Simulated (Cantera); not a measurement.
A perfectly stirred reactor is fed with H2 : O2 = 0.009 : 1 (molar parts), at 0.0267 bar; it is held at 1425 K, and followed from long to short residence time.

Computed with Cantera and the H2/O2 subset of GRI-Mech 3.0, which has no nitrogen chemistry. Radical loss at walls, strong at low pressure, is not modelled.

x: mole fraction; the columns are a selection and need not sum to one.

```json
[
 {"τ (s)": "13", "x H2": "3.52e-6", "x O2": "0.991", "x OH": "0.000276", "x O": "0.000354", "x HO2": "1.02e-7"},
 {"τ (s)": "4.6", "x H2": "6.53e-6", "x O2": "0.990", "x OH": "0.000383", "x O": "0.000688", "x HO2": "1.59e-7"},
 {"τ (s)": "1.6", "x H2": "1.21e-5", "x O2": "0.989", "x OH": "0.000528", "x O": "0.00131", "x HO2": "2.41e-7"},
 {"τ (s)": "0.59", "x H2": "2.12e-5", "x O2": "0.988", "x OH": "0.000697", "x O": "0.00229", "x HO2": "3.40e-7"},
 {"τ (s)": "0.21", "x H2": "(withheld)", "x O2": "0.987", "x OH": "(withheld)", "x O": "(withheld)", "x HO2": "(withheld)"},
 {"τ (s)": "0.075", "x H2": "6.89e-5", "x O2": "0.985", "x OH": "0.00108", "x O": "0.00529", "x HO2": "5.60e-7"},
 {"τ (s)": "0.027", "x H2": "0.000136", "x O2": "0.984", "x OH": "0.00125", "x O": "0.00645", "x HO2": "6.48e-7"},
 {"τ (s)": "0.0097", "x H2": "(withheld)", "x O2": "0.983", "x OH": "(withheld)", "x O": "0.00691", "x HO2": "(withheld)"}
]
```

Question: Complete the blanks.

Answer: 
- 0.21, x H2: 3.78e-5
- 0.21, x OH: 0.000892
- 0.21, x O: 0.00372
- 0.21, x HO2: 4.54e-7
- 0.0097, x H2: 0.000301
- 0.0097, x OH: 0.00143
- 0.0097, x HO2: 7.34e-7
